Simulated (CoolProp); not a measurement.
Saturation properties of R1132(E).

The numbers come from the reference Helmholtz-energy equation of state, Akasaka 2024 in CoolProp.

| T (°C) | p (bar) | liquid density (kg/m³) | vapour density (kg/m³) | enthalpy of vaporisation (kJ/kg) | liquid cp (kJ/(kg K)) |
|---|---|---|---|---|---|
| -10.65 | 5.777 | 1034 | 19.10 | 264.3 | 1.706 |
| -5.65 | 6.820 | 1019 | 22.48 | 258.3 | 1.723 |
| -0.75 | 7.974 | 1005 | 26.24 | 252.1 | 1.743 |
| 4.25 | 9.295 | 988.9 | 30.60 | 245.5 | 1.767 |
| 9.25 | 10.77 | 972.7 | 35.54 | 238.7 | 1.795 |
| 14.25 | 12.42 | 955.7 | 41.15 | 231.5 | 1.827 |
| 19.25 | 14.24 | 938.0 | 47.53 | 223.9 | 1.866 |
| 24.25 | 16.25 | 919.4 | 54.77 | 215.9 | 1.912 |
| 29.25 | 18.47 | 899.7 | 63.03 | 207.3 | 1.968 |
| 34.15 | 20.85 | 879.2 | 72.29 | 198.3 | 2.034 |
| 39.15 | 23.51 | 856.8 | 83.15 | 188.5 | 2.117 |
| 44.15 | 26.42 | 832.6 | 95.77 | 177.7 | 2.224 |
| 49.15 | 29.58 | 806.3 | 110.6 | 166.0 | 2.365 |
